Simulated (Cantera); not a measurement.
Feed: 1 mol c-C₄F₈, 2.8 mol HCl, 2.2 mol H₂, equilibrated at 1050 K and 9.00 Pa.

These are equilibrium values from Cantera (NASA tables, ideal gas, pure condensed phases), not measurements of a reactor. Candidate condensed phases: C, C₆H₆, C₇H₈, C₈H₁₈; 118 gas species. The feed counts by its element totals alone. Gases not in the tables: C₂F₆ and larger saturated fluorocarbons. Equilibrium is a limit: real reactors are often held back by kinetics, nucleation or transport.

Base state: HF 0.660, HCl 0.189, CF₄ 0.0703, Cl₂ 0.0601, Cl 0.0205, CClF₃ 0.000562 (mole fractions); condensed: C(graphite).

### Question
What changes in the equilibrium state with this change: H₂ from 2.2 to 17 mol?

### Answer
| species | before | after |
|---|---|---|
| H₂ | <1e-9 | 0.546 |
| HF | 0.660 | 0.336 |
| HCl | 0.189 | 0.118 |
| CF₄ | 0.0703 | <1e-9 |
| Cl₂ | 0.0601 | <1e-9 |
| Cl | 0.0205 | 1.24e-7 |
| CClF₃ | 0.000562 | <1e-9 |
| C(graphite), mol | 3.40 | 4.00 |
